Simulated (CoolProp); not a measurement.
n-nonane along the isobar 1.14 MPa: fugacity coefficient from the reference equation and from simpler models built on Tc = 594.5 K, pc = 2.282 MPa, ω = 0.443; each cubic takes its own stable root.

The numbers come from the reference Helmholtz-energy equation of state, Lemmon 2006 in CoolProp. It is a short technical equation, of lower accuracy than the large ones.

```json
[
 {"T (K)": "468.3", "phase": "liquid", "reference": "0.2369", "van der Waals": "0.6006", "Soave-Redlich-Kwong": "0.2449"},
 {"T (K)": "480.3", "phase": "liquid", "reference": "0.2951", "van der Waals": "0.6586", "Soave-Redlich-Kwong": "0.3057"},
 {"T (K)": "492.2", "phase": "liquid", "reference": "0.3611", "van der Waals": "0.7175", "Soave-Redlich-Kwong": "0.3747"},
 {"T (K)": "504.2", "phase": "liquid", "reference": "0.4362", "van der Waals": "0.7779", "Soave-Redlich-Kwong": "0.4529"},
 {"T (K)": "516.2", "phase": "liquid", "reference": "0.5196", "van der Waals": "0.7909", "Soave-Redlich-Kwong": "0.5394"},
 {"T (K)": "528.2", "phase": "liquid", "reference": "0.6109", "van der Waals": "0.8026", "Soave-Redlich-Kwong": "0.6334"},
 {"T (K)": "540.1", "phase": "liquid", "reference": "0.7084", "van der Waals": "0.8132", "Soave-Redlich-Kwong": "0.7326"},
 {"T (K)": "552.1", "phase": "gas", "reference": "0.7700", "van der Waals": "0.8231", "Soave-Redlich-Kwong": "0.7818"},
 {"T (K)": "564.1", "phase": "gas", "reference": "0.7889", "van der Waals": "0.8322", "Soave-Redlich-Kwong": "0.7984"},
 {"T (K)": "576.1", "phase": "gas", "reference": "0.8057", "van der Waals": "0.8407", "Soave-Redlich-Kwong": "0.8135"},
 {"T (K)": "588", "phase": "gas", "reference": "(withheld)", "van der Waals": "0.8486", "Soave-Redlich-Kwong": "0.8272"},
 {"T (K)": "600", "phase": "gas", "reference": "0.8341", "van der Waals": "(withheld)", "Soave-Redlich-Kwong": "(withheld)"}
]
```

Task: Complete the blanks.

Result: 
- 588, reference: 0.8206
- 600, van der Waals: 0.8560
- 600, Soave-Redlich-Kwong: 0.8399

At some of these states van der Waals gives the other phase, because its saturation line lies elsewhere.
